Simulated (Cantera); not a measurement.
An adiabatic, constant-volume homogeneous reactor starts with CH4 : O2 : N2 = 1 : 1.33 : 5.01 (molar parts), equivalence ratio 1.5, at 1048 K and 1300000 Pa. Integrator tolerance rtol = 1e-08.

Cantera simulation using GRI-Mech 3.0 (53 species, 325 reactions); the numbers are that mechanism's predictions, not measurements. The pressure lies above the range GRI-Mech 3.0 was tuned for (to about 10 atm).

### Question
What does this change do: 0.066 parts C2H6 added?

### Answer
```
quantity                                                              before                                      after
---------------------------------  -----------------------------------------  -----------------------------------------
time of steepest temperature rise                                    32.5 ms                                    6.94 ms
temperature at 3.00 s                                                 2823 K                                     2713 K
equilibrium temperature                                               2823 K                                     2713 K
x(CH4) at 3.00 s                   3.22e-10 (gas-phase equilibrium 3.61e-10)    1.67e-9 (gas-phase equilibrium 1.87e-9)
x(O2) at 3.00 s                      8.12e-5 (gas-phase equilibrium 8.12e-5)    1.43e-5 (gas-phase equilibrium 1.43e-5)
x(H) at 3.00 s                       0.00391 (gas-phase equilibrium 0.00391)    0.00315 (gas-phase equilibrium 0.00315)
x(CO2) at 3.00 s                       0.0311 (gas-phase equilibrium 0.0311)      0.0247 (gas-phase equilibrium 0.0247)
x(NO) at 3.00 s                    0.000666 (gas-phase equilibrium 0.000666)  0.000234 (gas-phase equilibrium 0.000234)
x(CH3) at 3.00 s                   2.82e-10 (gas-phase equilibrium 3.16e-10)  8.59e-10 (gas-phase equilibrium 9.57e-10)
```
